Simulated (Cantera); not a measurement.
## Equilibrium for chlorosilane synthesis and conversion: SiCl₄ + H₂

Input: 1 mol SiCl₄, 7.6 mol H₂, equilibrated at 1.80 bar.

Cantera equilibrium calculation (NASA polynomials, part measured and part estimated; ideal gas, pure solids and liquids). Candidate condensed phases: Si; 19 gas species. The tables' values for SiCl₃, SiCl are old estimates; treat these amounts as uncertain. The numbers say what is thermodynamically allowed, not how fast it happens.

```json
[
 {"T (K)": "623", "x H₂": "0.882", "x HCl": "0.00216", "x SiCl₄": "0.114", "x SiCl₂": "1.23e-12", "x SiHCl₃": "0.00216", "x SiCl₃": "1.20e-8"},
 {"T (K)": "723", "x H₂": "0.878", "x HCl": "0.00541", "x SiCl₄": "0.111", "x SiCl₂": "6.33e-10", "x SiHCl₃": "0.00538", "x SiCl₃": "5.30e-7"},
 {"T (K)": "823", "x H₂": "0.873", "x HCl": "0.0106", "x SiCl₄": "0.106", "x SiCl₂": "7.00e-8", "x SiHCl₃": "0.0105", "x SiCl₃": "9.08e-6"},
 {"T (K)": "923", "x H₂": "0.866", "x HCl": "0.0178", "x SiCl₄": "0.0988", "x SiCl₂": "2.71e-6", "x SiHCl₃": "0.0171", "x SiCl₃": "8.15e-5"},
 {"T (K)": "1023", "x H₂": "0.857", "x HCl": "0.0267", "x SiCl₄": "0.0904", "x SiCl₂": "4.94e-5", "x SiHCl₃": "0.0246", "x SiCl₃": "0.000460"},
 {"T (K)": "1123", "x H₂": "0.847", "x HCl": "0.0373", "x SiCl₄": "0.0808", "x SiCl₂": "0.000502", "x SiHCl₃": "0.0314", "x SiCl₃": "0.00181"},
 {"T (K)": "1223", "x H₂": "0.833", "x HCl": "0.0512", "x SiCl₄": "0.0699", "x SiCl₂": "0.00304", "x SiHCl₃": "0.0351", "x SiCl₃": "0.00516"},
 {"T (K)": "1323", "x H₂": "0.814", "x HCl": "0.0714", "x SiCl₄": "0.0569", "x SiCl₂": "0.0111", "x SiHCl₃": "0.0329", "x SiCl₃": "0.0107"},
 {"T (K)": "1423", "x H₂": "0.788", "x HCl": "0.0995", "x SiCl₄": "0.0415", "x SiCl₂": "0.0262", "x SiHCl₃": "0.0255", "x SiCl₃": "0.0166"},
 {"T (K)": "1523", "x H₂": "0.759", "x HCl": "0.131", "x SiCl₄": "0.0258", "x SiCl₂": "0.0456", "x SiHCl₃": "0.0167", "x SiCl₃": "0.0199"},
 {"T (K)": "1623", "x H₂": "0.733", "x HCl": "0.160", "x SiCl₄": "0.0135", "x SiCl₂": "0.0641", "x SiHCl₃": "0.00961", "x SiCl₃": "0.0193"},
 {"T (K)": "1723", "x H₂": "0.714", "x HCl": "0.179", "x SiCl₄": "0.00615", "x SiCl₂": "0.0783", "x SiHCl₃": "0.00505", "x SiCl₃": "0.0160"}
]
```
x: gas mole fraction; nothing condenses.

From 623 K to 1723 K nothing is condensed. The main Si-bearing gas is SiCl₄ at 623 K and SiCl₂ at 1723 K.
